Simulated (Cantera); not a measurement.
**Catalytic combustion on Pt**

An isothermal plug-flow reactor at 575 K and 0.660 bar (inlet), inlet velocity 0.68 m/s, active area per volume 2500 1/m; feed 0.262 % CO, 3.57 % O2, 94.1 % N2, 2.03 % H2O, equivalence ratio 0.037.

Detailed kinetics in Cantera: Deutschmann's 1995 Pt surface mechanism with GRI-Mech 3.0 gas chemistry. Catalytic surfaces can have several steady states; this one follows from the mechanism file's or the stated starting coverage. Mass transfer to the wall is taken as infinitely fast.

| z (m) | x CO | x O2 | x H2O | x CO2 | θ free Pt | θ O* | θ OH* | θ CO* |
|---|---|---|---|---|---|---|---|---|
| 3.7e-05 | 0.00255 | 0.0357 | 0.0203 | 6.69e-5 | 0.0289 | 0.111 | 0.00358 | 0.857 |
| 6.2e-05 | 0.00250 | 0.0357 | 0.0203 | 0.000121 | 0.0315 | 0.136 | 0.00414 | 0.828 |
| 0.0001 | 0.00239 | 0.0356 | 0.0203 | 0.000231 | 0.0396 | 0.254 | 0.00634 | 0.700 |
| 0.00017 | 0.00228 | 0.0356 | 0.0203 | 0.000339 | 0.00916 | 0.975 | 0.00598 | 0.00969 |
| 0.00029 | 0.00227 | 0.0356 | 0.0203 | 0.000355 | 0.00669 | 0.983 | 0.00513 | 0.00508 |
| 0.00048 | 0.00225 | 0.0356 | 0.0203 | 0.000371 | 0.00555 | 0.986 | 0.00468 | 0.00346 |
| 0.0008 | 0.00223 | 0.0356 | 0.0203 | 0.000391 | 0.00474 | 0.988 | 0.00433 | 0.00251 |
| 0.0013 | 0.00221 | 0.0355 | 0.0203 | 0.000413 | 0.00415 | 0.990 | 0.00405 | 0.00189 |
| 0.0022 | 0.00218 | 0.0355 | 0.0203 | 0.000443 | 0.00361 | 0.991 | 0.00378 | 0.00141 |
| 0.0037 | 0.00214 | 0.0355 | 0.0203 | 0.000481 | 0.00317 | 0.992 | 0.00355 | 0.00107 |
x: gas mole fraction; θ: surface coverage.
